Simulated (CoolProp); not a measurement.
Model: reference Helmholtz-energy equation of state, Lemmon 2006, in CoolProp. It is a short technical equation, of lower accuracy than the large ones.

For carbonyl sulfide, give the phase and the isothermal compressibility (1/MPa), fugacity coefficient at 418.6 K and 73.3 bar.


- 418.6 K and 73.3 bar: supercritical; isothermal compressibility 0.237, fugacity coefficient 0.730
